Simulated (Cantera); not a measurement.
An adiabatic, constant-volume homogeneous reactor starts with 2.42 % C3H8, 20.5 % O2, 77.1 % N2, equivalence ratio 0.59, at 1150 K and 6680 Torr.

Detailed kinetics in Cantera: GRI-Mech 3.0 (53 species, 325 reactions). GRI-Mech 3.0 was tuned for natural gas; its chemistry of propane as a main component is partial and can be far from experiment.

One state of this run: T (K) = 2611; P (bar) = 20.8; x C3H8 = <1e-12; x O2 = 0.0734; x OH = 0.00688; x C2H6 = <1e-12; x CO = 0.00352. x: mole fraction; the columns are a selection and need not sum to one.

Question: Which value of t (s) does it belong to?
(A) 9.11e-6
(B) 0.00714
(C) 0.000255
(D) 0.00235

Answer: B, 0.00714
